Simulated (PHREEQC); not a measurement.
Dissolve 0.16 mol/kgw NH4HS, 0.033 mol/kgw NaOH and 5.1e-05 mol/kgw FeCl2 at 50 °C. It is in equilibrium with CO2 at log p = 0 (atm). Otherwise closed; pH follows from the charge balance.

Computed with PHREEQC (ion-association model, wateq4f.dat).

This is a speciation only: nothing precipitates in the calculation.

Task: What pH, ionic strength does the model give?

Result: pH 6.80; ionic strength 0.190 mol/kgw.

Task: In which forms is C present?

Result: HCO3- 81 %, CO2 18 %, NaHCO3 0.8 % of the C.

Species that the database lacks are ignored. Carbamate, which ammonia and carbonate form, is missing from the database. Away from 25 °C the constants follow the database's enthalpies or fits; those with neither stay at their 25 °C values. The polysulfide entries of wateq4f.dat were taken out for this run.
